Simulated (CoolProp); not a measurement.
Sulfur dioxide along the isobar 35000 kPa: fugacity coefficient from the reference equation and from simpler models built on Tc = 430.6 K, pc = 7887 kPa, ω = 0.256; each cubic takes its own stable root.

The numbers come from the reference Helmholtz-energy equation of state, Gao 2016 in CoolProp.

```csv
T (K),phase,reference
265.9,liquid,0.006287
273,liquid,0.008343
280.2,liquid,0.01091
287.4,liquid,0.01404
294.5,liquid,0.01772
301.7,liquid,0.02211
308.9,liquid,0.02724
316,liquid,0.03306
323.2,liquid,0.03977
330.4,liquid,0.04734
337.6,liquid,0.05580
344.7,liquid,0.06502
351.9,liquid,0.07529
359.1,liquid,0.08649
366.2,liquid,0.09842
373.4,liquid,0.1114
```

### Question
How far does each simpler model (van der Waals, Redlich-Kwong, Soave-Redlich-Kwong, Peng-Robinson) lie from the reference over these 16 states: mean and median of the absolute difference, and the worst?

### Answer
- van der Waals: mean 343.5 %, median 261.7 %, worst +903.7 % at 265.9 K and 35000 kPa
- Redlich-Kwong: mean 60.1 %, median 55.9 %, worst +107.1 % at 265.9 K and 35000 kPa
- Soave-Redlich-Kwong: mean 9.0 %, median 9.0 %, worst +10.1 % at 373.4 K and 35000 kPa
- Peng-Robinson: mean 0.3 %, median 0.2 %, worst +0.8 % at 265.9 K and 35000 kPa
